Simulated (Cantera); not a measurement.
# Moist CO burnout

An isothermal, constant-pressure homogeneous reactor starts with CO : O₂ : H₂O : N₂ = 0.017 : 0.0041 : 0.029 : 1 (molar parts), equivalence ratio 2.1, at 1200 K and 4.93 atm.

Model: GRI-Mech 3.0 (53 species, 325 reactions), integrated in Cantera.

```json
[
 {"t (s)": "2.00e-5", "x CO": "0.0162", "x O₂": "0.00390", "x H₂O": "0.0276", "x N₂O": "<1e-12", "x HO₂": "2.31e-11", "x H₂": "9.37e-12", "x H": "5.69e-11"},
 {"t (s)": "4.69e-5", "x CO": "0.0162", "x O₂": "0.00390", "x H₂O": "0.0276", "x N₂O": "<1e-12", "x HO₂": "2.19e-10", "x H₂": "1.09e-10", "x H": "2.50e-10"},
 {"t (s)": "0.000110", "x CO": "0.0162", "x O₂": "0.00390", "x H₂O": "0.0276", "x N₂O": "<1e-12", "x HO₂": "1.76e-9", "x H₂": "1.01e-9", "x H": "9.46e-10"},
 {"t (s)": "0.000257", "x CO": "0.0162", "x O₂": "0.00390", "x H₂O": "0.0276", "x N₂O": "4.91e-12", "x HO₂": "1.56e-8", "x H₂": "1.09e-8", "x H": "5.33e-9"},
 {"t (s)": "0.000602", "x CO": "0.0162", "x O₂": "0.00390", "x H₂O": "0.0276", "x N₂O": "1.48e-10", "x HO₂": "4.65e-7", "x H₂": "3.96e-7", "x H": "1.48e-7"},
 {"t (s)": "0.00141", "x CO": "0.0154", "x O₂": "0.00357", "x H₂O": "0.0274", "x N₂O": "4.24e-8", "x HO₂": "7.37e-6", "x H₂": "0.000156", "x H": "2.23e-5"},
 {"t (s)": "0.00331", "x CO": "0.00850", "x O₂": "0.000517", "x H₂O": "0.0267", "x N₂O": "2.09e-7", "x HO₂": "1.35e-6", "x H₂": "0.000911", "x H": "0.000103"},
 {"t (s)": "0.00775", "x CO": "0.00613", "x O₂": "6.95e-6", "x H₂O": "0.0254", "x N₂O": "4.82e-8", "x HO₂": "1.85e-8", "x H₂": "0.00228", "x H": "2.47e-5"},
 {"t (s)": "0.0181", "x CO": "0.00564", "x O₂": "6.85e-7", "x H₂O": "0.0249", "x N₂O": "1.93e-8", "x HO₂": "1.73e-9", "x H₂": "0.00277", "x H": "6.90e-6"},
 {"t (s)": "0.0425", "x CO": "0.00536", "x O₂": "1.16e-7", "x H₂O": "0.0247", "x N₂O": "9.43e-9", "x HO₂": "2.60e-10", "x H₂": "0.00306", "x H": "2.49e-6"},
 {"t (s)": "0.0996", "x CO": "0.00515", "x O₂": "2.34e-8", "x H₂O": "0.0245", "x N₂O": "4.82e-9", "x HO₂": "4.16e-11", "x H₂": "0.00326", "x H": "9.86e-7"},
 {"t (s)": "0.233", "x CO": "0.00498", "x O₂": "4.98e-9", "x H₂O": "0.0243", "x N₂O": "2.35e-9", "x HO₂": "6.02e-12", "x H₂": "0.00343", "x H": "4.09e-7"},
 {"t (s)": "0.547", "x CO": "0.00484", "x O₂": "1.04e-9", "x H₂O": "0.0242", "x N₂O": "9.45e-10", "x HO₂": "<1e-12", "x H₂": "0.00357", "x H": "1.76e-7"},
 {"t (s)": "1.28", "x CO": "0.00471", "x O₂": "2.06e-10", "x H₂O": "0.0240", "x N₂O": "2.30e-10", "x HO₂": "<1e-12", "x H₂": "0.00370", "x H": "7.87e-8"},
 {"t (s)": "3.00", "x CO": "0.00459", "x O₂": "3.64e-11", "x H₂O": "0.0239", "x N₂O": "2.13e-11", "x HO₂": "<1e-12", "x H₂": "0.00382", "x H": "3.61e-8"}
]
```
x: mole fraction; the columns are a selection and need not sum to one.

Equilibrium at this temperature and pressure: CO 0.00362, O₂ <1e-12, H₂O 0.0229, N₂O <1e-12, HO₂ <1e-12, H₂ 0.00479, H 6.15e-9 (gas phase only).
